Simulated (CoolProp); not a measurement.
C3F8 (R218) along the isotherm 396 K: fugacity coefficient from the reference equation and from simpler models built on Tc = 345.0 K, pc = 2640 kPa, ω = 0.317; each cubic takes its own stable root.

Values from CoolProp's reference Helmholtz-energy equation of state, Lemmon 2006. It is a short technical equation, of lower accuracy than the large ones.

| p (kPa) | phase | reference |
|---|---|---|
| 20.9 | gas | 0.9984 |
| 33.7 | gas | 0.9975 |
| 54.5 | gas | 0.9959 |
| 88 | gas | 0.9934 |
| 142 | gas | 0.9893 |
| 230 | gas | 0.9827 |
| 371 | gas | 0.9722 |
| 600 | gas | 0.9551 |
| 969 | gas | 0.9278 |
| 1570 | gas | 0.8837 |
| 2530 | gas | 0.8146 |
| 4090 | supercritical | 0.7073 |
| 6600 | supercritical | 0.5697 |

How far does each simpler model (van der Waals, Redlich-Kwong, Soave-Redlich-Kwong, Peng-Robinson) lie from the reference over these 13 states: mean and median of the absolute difference, and the worst?


- van der Waals: mean 1.1 %, median 0.2 %, worst -6.0 % at 396 K and 6600 kPa
- Redlich-Kwong: mean 1.2 %, median 0.4 %, worst -5.4 % at 396 K and 6600 kPa
- Soave-Redlich-Kwong: mean 0.4 %, median 0.1 %, worst +3.1 % at 396 K and 6600 kPa
- Peng-Robinson: mean 1.2 %, median 0.5 %, worst -3.5 % at 396 K and 4090 kPa
